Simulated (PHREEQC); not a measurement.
Make-up at 25 °C: 0.38 mol KOH and 9.9e-06 mol CO2 per kg of water. Closed to the air; pH follows from the charge balance.

The numbers come from PHREEQC with the ion-association model, phreeqc.dat.

No solid was allowed to form.

Q: Estimate the pH, activity of water, density.

A: pH 13.40; activity of water 0.987; density 1.016 g/cm³.

Complexes and solids missing from the database can't appear.
